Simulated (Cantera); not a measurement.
Feed: 1 mol SiF₄, 14 mol N₂O, 4.7 mol N₂, held at 900 K and 0.100 bar.

Cantera equilibrium calculation (NASA polynomials, part measured and part estimated; ideal gas, pure solids and liquids). Candidate condensed phases: Si, SiO₂, Si₂N₂O, Si₃N₄; 28 gas species. The numbers say what is thermodynamically allowed, not how fast it happens.

Base state: N₂ 0.700, O₂ 0.262, SiF₄ 0.0375 (mole fractions); condensed: gas only.

Task: What changes in the equilibrium state with this change: temperature from 900 K to 1600 K?

Result: 
```json
[
 {"species": "N₂", "before": "0.700", "after": "0.699"},
 {"species": "O₂", "before": "0.262", "after": "0.261"},
 {"species": "SiF₄", "before": "0.0375", "after": "0.0375"},
 {"species": "NO", "before": "9.71e-6", "after": "0.00203"},
 {"species": "O", "before": "<1e-9", "after": "2.34e-5"}
]
```
